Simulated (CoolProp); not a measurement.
Ethane at several states: Z from the reference equation and from simpler models built on Tc = 305.3 K, pc = 4872 kPa, ω = 0.099; each cubic takes its own stable root.

Model: reference Helmholtz-energy equation of state, Bücker 2006, in CoolProp.

```
T (K)  p (kPa)          phase  reference  van der Waals  Redlich-Kwong  Soave-Redlich-Kwong  Peng-Robinson
-----  -------  -------------  ---------  -------------  -------------  -------------------  -------------
314.5     9760  supercritical     0.3276         0.4352         0.3657               0.3682         0.3332
555.9    21800  supercritical     0.9449         0.8877         0.9234               0.9840         0.9350
567.8    22700  supercritical     0.9587         0.9018         0.9357               0.9975         0.9480
280.1     69.5            gas     0.9937         0.9948         0.9938               0.9937         0.9931
278.2      816            gas     0.9197         0.9341         0.9212               0.9201         0.9132
```
